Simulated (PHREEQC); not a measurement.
## Brine

Solution (25 °C): 2 mol KCl and 0.37 mol NaHCO3 per kg of water. Closed to the air; pH follows from the charge balance.

Computed with PHREEQC (Pitzer model, pitzer.dat).

Each row changes one thing in this solution. This is a speciation only: nothing precipitates in the calculation.

```csv
case,pH,ionic strength (mol/kgw),HCO3- (mol/kgw),CO2 (mol/kgw),CO3-2 (mol/kgw),SI of Nahcolite (NaHCO3),SI of Natron (Na2CO3:10H2O)
as made,7.72,2.38,0.356,0.00679,0.00679,-0.95,-4.12
NaHCO3 from 0.37 to 0.407 mol/kgw,7.71,2.41,0.392,0.00747,0.00747,-0.87,-4.01
temperature from 25 to 20 °C,7.76,2.38,0.357,0.00661,0.00661,…,-4.13
KCl left out,…,0.377,0.357,0.00670,0.00669,-0.82,-3.51
KCl from 2 to 0.2 mol/kgw,…,0.576,0.357,0.00630,0.00630,…,-3.60
0.029 mol/kgw Na2SO4 added,7.71,2.46,0.357,0.00672,0.00672,-0.89,-4.01
KCl from 2 to 4 mol/kgw,7.66,4.38,0.356,0.00679,0.00679,-0.92,-4.43
NaHCO3 from 0.37 to 0.074 mol/kgw,7.77,2.08,0.0713,0.00136,0.00136,-2.30,-6.07
```

Problem. Complete the blanks.

Solution. 
- temperature from 25 to 20 °C, SI of Nahcolite (NaHCO3): -1.00
- KCl left out, pH: 7.89
- KCl from 2 to 0.2 mol/kgw, pH: 7.87
- KCl from 2 to 0.2 mol/kgw, SI of Nahcolite (NaHCO3): -0.86

Species that the database lacks are ignored. In brines, pH and single-ion activities rest on the MacInnes convention.
